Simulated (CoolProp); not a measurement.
R410A at several states: density (kg/m³) from the reference equation and from simpler models built on Tc = 344.5 K, pc = 4901 kPa, ω = 0.296; each cubic takes its own stable root.

Values from CoolProp's reference Helmholtz-energy equation of state, Lemmon 2003. It is a pseudo-pure fit of the blend.

```csv
T (K),p (kPa),phase,reference
304.3,2880,liquid,1038
261.3,39.9,gas,1.344
420,145,gas,3.030
441.3,3760,gas,84.08
469.1,26.5,gas,0.4935
```

How far does each simpler model (van der Waals, Redlich-Kwong, Peng-Robinson) lie from the reference over these 5 states: mean and median of the absolute difference, and the worst?


- van der Waals: mean 18.1 %, median 0.4 %, worst -88.0 % at 304.3 K and 2880 kPa
- Redlich-Kwong: mean 5.2 %, median 0.2 %, worst -24.5 % at 304.3 K and 2880 kPa
- Peng-Robinson: mean 1.9 %, median 0.1 %, worst -9.0 % at 304.3 K and 2880 kPa

At some of these states van der Waals gives the other phase, because its saturation line lies elsewhere.
